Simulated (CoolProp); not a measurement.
Aqueous potassium carbonate as a coolant, 21 % by mass, freezing at -9.5 °C, 1 atm.

Values from CoolProp's Melinder's fits for secondary coolants.

| T (°C) | conductivity (W/(m K)) | viscosity (mPa s) | density (kg/m³) | Prandtl number |
|---|---|---|---|---|
| -7.5 | 0.533 | 3.64 | 1211 | 22.0 |
| -3.2 | 0.540 | 3.17 | 1210 | 19.0 |
| 1 | 0.547 | 2.81 | 1208 | 16.6 |
| 5.3 | 0.553 | 2.50 | 1207 | 14.7 |
| 9.5 | 0.560 | 2.25 | 1205 | 13.1 |
| 13.8 | 0.567 | 2.03 | 1203 | 11.7 |
| 18 | 0.574 | 1.85 | 1202 | 10.5 |
| 22.2 | 0.582 | 1.70 | 1200 | 9.55 |
| 26.5 | 0.589 | 1.56 | 1198 | 8.67 |
| 30.7 | 0.596 | 1.43 | 1196 | 7.91 |
